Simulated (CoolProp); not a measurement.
Values from CoolProp's reference Helmholtz-energy equation of state, Lemmon 2006. It is a short technical equation, of lower accuracy than the large ones.

Question: For carbonyl sulfide, give the phase and the Joule-Thomson coefficient (K/MPa), expansivity (1/kK) at 153.15 °C and 2.59 MPa.

Answer: 
- 153.15 °C and 2.59 MPa: gas; Joule-Thomson coefficient 9.19, expansivity 3.27
